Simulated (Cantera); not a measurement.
## Nitride etching: BN + Cl2 + H2

Input: 1 mol BN, a varied amount of Cl2, 21 mol H2, at 55.0 mbar.

These are equilibrium values from Cantera (NASA tables, ideal gas, pure condensed phases), not measurements of a reactor. Candidate condensed phases: B, BN, NH4Cl; 21 gas species. The tables' values for BCl2 are old estimates. The numbers say what is thermodynamically allowed, not how fast it happens.

Stable condensed phases:

```
T in °C \ n(Cl2) in mol
         5.6 9.8  14  18  22  27  31
   1825    A   A   A   A   A   A   A
   1725    B   A   A   A   A   A   A
   1625    B   B   A   A   A   A   A
   1525    B   B   A   A   A   A   A
   1425    B   B   B   A   A   A   A
   1325    B   B   B   A   A   A   A
   1225    B   B   B   A   A   A   A
   1125    B   B   B   B   A   A   A
   1025    B   B   B   B   A   A   A
    925    B   B   B   B   A   A   A
    825    B   B   B   B   A   A   A
    725    B   B   B   B   B   A   A
    625    B   B   B   B   B   A   A
    525    B   B   B   B   B   A   A
```

A: gas only; B: BN.
